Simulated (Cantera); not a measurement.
Cantera with NASA thermochemical tables; ideal gases at 1 bar, condensed phases pure. Values are per mole of reaction as written; species without (g) are pure solids or liquids, kept so even where they would boil at 1 bar.

2 H(g) + Na₂S → H₂S(g) + 2 Na(g), with ΔH° = 124.1 kJ and ΔS° = 187.2 J/K at 300 K.

### Question
How far is the shortcut ΔG° ≈ ΔH°(300 K) − T·ΔS°(300 K) from the full temperature-dependent value at 1898, 1998, 2098, 2198, 2298, 2398, 2498, 2598, 2698, 2798 K?

### Answer
| T (K) | shortcut (kJ) | full (kJ) | difference (kJ) | difference in log10 K | condensed phases |
|---|---|---|---|---|---|
| 1898 | -231.2 | -124.3 | -107.0 | 2.94 | Na₂S(l) |
| 1998 | -250.0 | -131.4 | -118.6 | 3.10 | Na₂S(l) |
| 2098 | -268.7 | -138.3 | -130.4 | 3.25 | Na₂S(l) |
| 2198 | -287.4 | -145.1 | -142.3 | 3.38 | Na₂S(l) |
| 2298 | -306.1 | -151.7 | -154.5 | 3.51 | Na₂S(l) |
| 2398 | -324.9 | -158.1 | -166.8 | 3.63 | Na₂S(l) |
| 2498 | -343.6 | -164.4 | -179.2 | 3.75 | Na₂S(l) |
| 2598 | -362.3 | -170.5 | -191.8 | 3.86 | Na₂S(l) |
| 2698 | -381.0 | -176.5 | -204.5 | 3.96 | Na₂S(l) |
| 2798 | -399.7 | -182.4 | -217.3 | 4.06 | Na₂S(l) |
The shortcut ignores heat capacities and the phase changes listed.
